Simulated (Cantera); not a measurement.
An isothermal, constant-pressure homogeneous reactor starts with CH4 : N2 = 1 : 1.5 (molar parts), at 1875 K and 1.60 bar. Integrator tolerance rtol = 1e-08.

Cantera simulation using GRI-Mech 3.0 (53 species, 325 reactions); the numbers are that mechanism's predictions, not measurements. GRI-Mech 3.0 stops at C3 and has no aromatics, soot or wall deposition, so with more carbon than oxygen in the feed, carbon stays in small species such as C2H2 where larger ones or solid carbon would form.

**Question.** What does this change do: temperature 1875 to 1425 K?

**Answer.** 
```json
[
 {"quantity": "x(CH4) at 8.00 s", "before": "0.00553 (gas-phase equilibrium 0.00431)", "after": "0.131 (gas-phase equilibrium 0.116)"},
 {"quantity": "x(C2H6) at 8.00 s", "before": "7.96e-7 (gas-phase equilibrium 4.81e-7)", "after": "0.000150 (gas-phase equilibrium 0.000114)"},
 {"quantity": "x(C2H) at 8.00 s", "before": "1.33e-6 (gas-phase equilibrium 7.96e-7)", "after": "9.17e-10 (gas-phase equilibrium 6.06e-10)"},
 {"quantity": "x(H) at 8.00 s", "before": "0.000339 (gas-phase equilibrium 0.000340)", "after": "2.82e-6 (gas-phase equilibrium 2.95e-6)"},
 {"quantity": "x(C2H4) at 8.00 s", "before": "0.00133 (gas-phase equilibrium 0.000800)", "after": "0.0213 (gas-phase equilibrium 0.0154)"}
]
```

**Question.** What does this change do: temperature 1875 to 1175 K?

**Answer.** 
```tsv
quantity	before	after
x(CH4) at 8.00 s	0.00553 (gas-phase equilibrium 0.00431)	0.399 (gas-phase equilibrium 0.300)
x(C2H6) at 8.00 s	7.96e-7 (gas-phase equilibrium 4.81e-7)	0.000141 (gas-phase equilibrium 0.000623)
x(C2H) at 8.00 s	1.33e-6 (gas-phase equilibrium 7.96e-7)	<1e-12 (gas-phase equilibrium <1e-12)
x(H) at 8.00 s	0.000339 (gas-phase equilibrium 0.000340)	9.54e-11 (gas-phase equilibrium 3.01e-8)
x(C2H4) at 8.00 s	0.00133 (gas-phase equilibrium 0.000800)	0.000177 (gas-phase equilibrium 0.0199)
```
